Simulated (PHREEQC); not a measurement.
Make-up at 80 °C: 0.098 mol/kgw CdSO4, 0.28 mol/kgw Na2SO4 and 0.029 mol/kgw NiCl2. Closed to the air; pH follows from the charge balance.

All values are PHREEQC results (ion-association model, wateq4f.dat), not measurements.

This is a speciation only: nothing precipitates in the calculation.

Problem. Estimate the pH, activity of water, ionic strength.

Solution. pH 5.82; activity of water 0.985; ionic strength 0.773 mol/kgw.

Problem. In which forms is Cl present?

Solution. Cl- 69 %, CdCl+ 26 %, CdCl2 3.8 % of the Cl.

The ionic strength is past about 0.7 mol/kgw, beyond the range of this activity model, so the values are rough. Species that the database lacks are ignored. At this temperature some constants are extrapolated from 25 °C, and those without enthalpy data are left unchanged.
